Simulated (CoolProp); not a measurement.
Vapour-liquid equilibrium of 1-butene (1) + n-butane (2) at 15.6 kPa; x and y are mole fractions of (1).

Model: multi-fluid Helmholtz-energy mixture model, Lemmon 2005 and Bücker 2006; pair parameters Bell 2016, in CoolProp.

Task: Give the bubble temperature and the first vapour's composition at x = 0.2, 0.575, 0.875. Is there an azeotrope?

Result: x = 0.2: 230.6 K, y = 0.251; x = 0.575: 228.7 K, y = 0.640; x = 0.875: 227.4 K, y = 0.897. No azeotrope shows between x = 0.05 and 0.95.

Pair parameters are fitted to limited data, so mixtures are less certain than the pure fluids.
